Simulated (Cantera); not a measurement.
**Ignition delay**

Mixture: CH₄ : C₂H₆ : C₃H₈ : O₂ : N₂ = 1 : 0.063 : 0.46 : 11 : 44.1 (molar parts), equivalence ratio 0.41, at 120000 Pa, adiabatic and at constant volume. Ignition delay is the time to a rise of 400 K.

Cantera simulation using GRI-Mech 3.0 (53 species, 325 reactions); the numbers are that mechanism's predictions, not measurements. GRI-Mech 3.0 was tuned for natural gas; its chemistry of propane as a main component is partial and can be far from experiment.

```tsv
T0 (K)	delay (ms)
1175	7.76
1225	3.08
1275	1.32
1325	0.612
1375	0.311
1425	0.172
1475	0.103
1525	0.0660
1575	0.0451
```

| Item | Result |
|---|---|
| apparent activation energy between 1475 and 1575 K | 160 kJ/mol |
